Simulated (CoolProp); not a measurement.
The numbers come from the reference Helmholtz-energy equation of state, Span 2000 in CoolProp.

**Question.** Give the vapour pressure (bar), vapour density (kg/m³), surface tension (mN/m), liquid viscosity (µPa s) of saturated nitrogen at 91.5 K.

**Answer.** 
```tsv
T (K)	p (bar)	vapour density (kg/m³)	surface tension (mN/m)	liquid viscosity (µPa s)
91.5	4.09	17.0	5.80	98.0
```

Viscosity comes from a separate model (Lemmon 2004). Surface tension comes from a separate correlation (Mulero 2012).
